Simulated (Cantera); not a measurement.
# Fluorocarbon and chlorocarbon gases: CH₂F₂ + H₂ + F₂

Charge: 1 mol CH₂F₂, 0.62 mol H₂, 0.28 mol F₂, held at 1225 °C and 100 Torr.

Equilibrium computed with Cantera from the NASA thermochemical tables; the gas is ideal and each condensed phase is pure. Candidate condensed phases: C, C₆H₆, C₇H₈, C₈H₁₈; 95 gas species. Kinetics and transport are ignored.

```yaml
x(HF): 0.883
x(H₂): 0.117
x(H): 1.61e-5
x(CH₄): 4.75e-6
x(H₂F₂): 1.34e-6
x(C₂H₂ (acetylene)): 1.03e-6
n(C(graphite)): 1.000 mol
gas_amount: 2.900 mol
```
